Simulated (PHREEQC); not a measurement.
Model water analysis in mmol/kgw, 15 °C, pH 6.43, pe 1.7: Na 72.8; K 1.12; Ca 2.37; Mg 21.9; Cl 123; S(6) 0.162; Alkalinity (meq/kgw) 0.000494; F 0.0567; Sr 2.42; Mn(2) 1.35.

Valence states are taken as typed.

The numbers come from PHREEQC with the ion-association model, wateq4f.dat.

The ionic strength comes out as 0.154 mol/kgw. What activity coefficients do Cl-, MgF+, Sr+2, SO4-2, Na+ get?

Cl- 0.73, MgF+ 0.75, Sr+2 0.35, SO4-2 0.33, Na+ 0.76.

This is a speciation only: nothing precipitates in the calculation.
